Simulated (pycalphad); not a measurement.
Source of the numbers: pycalphad with the COST 507 light-alloy database (1999); pressure 1 atm. These are 1990s assessments: newer ones move some temperatures and phases. Amounts are mole fractions of atoms. Kinetics are ignored, which matters at the lower temperatures.

Task: Give the equilibrium state of Ti-0.18C (at.%) at 700 K.

Result: 
```
T = 700.00 K, P = 101325 Pa, N = 1 mol of atoms
G = -27130 J/mol, H = 10838 J/mol, S = 54.24 J/(mol K)  (SER reference)
chemical potentials (J/mol): Ti -26765, C -229628
phase             fraction      x(Ti)       x(C)
HCP_A3              0.9985     0.9988     0.0012
FCC_A1              0.0015     0.6370     0.3630
```

FCC_A1 is fcc; HCP_A3 is hcp. The fcc model also describes the rock-salt carbide or nitride (TiC, TiN, HfC).
